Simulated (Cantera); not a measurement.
A Cantera script and what it prints.

```python
import numpy as np
import cantera as ct

gas_names = """
    F F2 H HF H2 H2F2 H3F3 H4F4 H5F5 H6F6 H7F7 N NF NF2 NF3 NH NH2 NH3 N2 N2H2 N2H4
""".split()
cond_names = """

""".split()


# ... load() reads the species with a 1 bar reference pressure and builds the phases ...
atoms = {
    'NF3': {'N': 1, 'F': 3},
    'H2': {'H': 2},
}
top_T = {}  # K; cautious upper limits of use, not melting points


# ... equilibrate(T, P, feed) seeds the gas with the atoms and calls Mixture.equilibrate('TP', solver="vcs", rtol=1e-11, max_steps=5000) ...
results = []
feed = {'NF3': 1, 'H2': 0.036}  # mol
T = 1148  # K
P = 1800  # Pa
mix = equilibrate(T, P, feed)
results.append((T, P, feed, dict(zip(mix.species_names, mix.species_moles))))
x = sorted(zip(gas.X, gas.species_names), reverse=True)
print(f"T = {T:g} K  P = {P:g} Pa  gas = {mix.phase_moles(0):.4g} mol")
print("   x: " + "  ".join(f"{s} {v:.3e}" for v, s in x if v > 0.001))
print("   condensed (mol): " + ("  ".join(f"{mix.phase(i).name} {mix.phase_moles(i):.4g}"
      for i in range(1, mix.n_phases) if mix.phase_moles(i) > 1e-12) or "none"))
```

Output:

```
T = 1148 K  P = 1800 Pa  gas = 3.241 mol
   x: F 7.437e-01  N2 1.543e-01  F2 7.983e-02  HF 2.221e-02
   condensed (mol): none
```

Cantera equilibrium calculation (NASA polynomials, part measured and part estimated; ideal gas, pure solids and liquids).
